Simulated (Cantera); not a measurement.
**Carbothermic reduction: Ta2O5 + CO**

Charge: 1 mol Ta2O5, 5 mol CO.

Method: chemical equilibrium by Gibbs-energy minimisation in Cantera with the NASA 1993 tables (ideal gas, pure condensed phases). Candidate condensed phases: C, Ta, TaC, Ta2O5; 15 gas species. Mutual solubility and eutectic melting of coexisting phases are not modelled. TaC: taken at fixed stoichiometry. Condensed phases not in the tables: Ta2C. Rates play no part.

Stable condensed phases:

```
T in K \ P in Pa
              10      32     100     320    1000    3200   10000   32000  100000  320000 1000000
   2025        A       A       A       A       B       B       B       B       B       B       B
   1975        A       A       A       B       B       B       B       B       B       B       B
   1925        A       A       A       B       B       B       B       B       B       B       B
   1875        A       A       B       B       B       B       B       B       B       B       B
   1825        A       A       B       B       B       B       B       B       B       B       B
   1775        A       B       B       B       B       B       B       B       B       B       B
   1725        A       B       B       B       B       B       B       B       B       B       B
   1675        B       B       B       B       B       B       B       B       B       B       B
   1625        B       B       B       B       B       B       B       B       B       B       B
   1575        B       B       B       B       B       B       B       B       B       B       B
   1525        B       B       B       B       B       B       B       B       B       B       C
   1475        B       B       B       B       B       B       B       B       B       B       C
   1425        B       B       B       B       B       B       B       B       B       C       C
   1375        B       B       B       B       B       B       B       B       C       C       C
```

A: Ta2O5; B: TaC + Ta2O5; C: C + Ta2O5.
